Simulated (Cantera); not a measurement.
Input: 1 mol CuF₂, 3.8 mol HF, 190 mol N₂, 1.2 mol H₂, equilibrated at 0.00128 Torr.

Equilibrium computed with Cantera from the NASA thermochemical tables; the gas is ideal and each condensed phase is pure. Candidate condensed phases: Cu, CuF₂; 25 gas species. Kinetics and transport are ignored.

x: gas mole fraction; n: condensed amount in mol.

| T (K) | x N₂ | x HF | x Cu | x H₂ | x H | x CuF | n Cu(s) |
|---|---|---|---|---|---|---|---|
| 898 | 0.969 | 0.0296 | 9.59e-8 | 0.00102 | [?] | 1.12e-8 | 1.000 |
| 973 | 0.969 | 0.0296 | 3.01e-6 | 0.00102 | [?] | 1.58e-7 | 0.999 |
| 1048 | 0.969 | 0.0296 | 5.76e-5 | 0.00102 | [?] | 1.53e-6 | 0.988 |
| 1123 | 0.969 | 0.0296 | 0.000737 | 0.00102 | [?] | 1.08e-5 | 0.853 |
| 1198 | 0.964 | 0.0294 | 0.00503 | 0.00103 | [?] | 4.36e-5 | 0 |
| 1273 | 0.964 | 0.0294 | 0.00505 | 0.00102 | [?] | 2.80e-5 | 0 |
| 1348 | 0.964 | 0.0294 | 0.00506 | 0.000997 | [?] | 1.90e-5 | 0 |
| 1423 | 0.964 | 0.0294 | 0.00506 | 0.000944 | [?] | 1.36e-5 | 0 |
| 1498 | 0.964 | 0.0294 | 0.00506 | 0.000831 | [?] | 1.05e-5 | 0 |

Task: Some entries are withheld; supply them.

Result: 
- 898, x H: 2.68e-9
- 973, x H: 2.65e-8
- 1048, x H: 1.89e-7
- 1123, x H: 1.05e-6
- 1198, x H: 4.69e-6
- 1273, x H: 1.75e-5
- 1348, x H: 5.60e-5
- 1423, x H: 0.000157
- 1498, x H: 0.000380
